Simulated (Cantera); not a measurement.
A closed system holds: 1 mol SiH₂Cl₂, 0.088 mol HCl, 6.3 mol N₂, equilibrated at 1.80 bar.

Cantera equilibrium calculation (NASA polynomials, part measured and part estimated; ideal gas, pure solids and liquids). Candidate condensed phases: NH₄Cl, Si, Si₃N₄; 28 gas species. N₂ is the only nitrogen source here; it is nearly inert below about 1500 K, so the nitride shown seldom forms there in practice. The tables' values for SiCl₃ are old estimates; treat these amounts as uncertain. The numbers say what is thermodynamically allowed, not how fast it happens. All values below are at 1223 K.

Base state: N₂ 0.757, HCl 0.151, H₂ 0.0609, SiCl₄ 0.0301, SiHCl₃ 0.000375, SiCl₃ 0.000204, SiCl₂ 1.10e-5 (mole fractions); condensed: Si₃N₄(s).

### Question
What changes in the equilibrium state with this change: pressure from 1.80 bar to 2.90 mbar?

### Answer
```
species          before     after
-------------  --------  --------
N₂                0.757     0.748
HCl               0.151     0.188
H₂               0.0609    0.0417
SiCl₄            0.0301    0.0183
SiCl₂           1.10e-5   0.00183
SiCl₃          0.000204   0.00205
SiHCl₃         0.000375  0.000126
Si₃N₄(s), mol     0.255     0.276
```
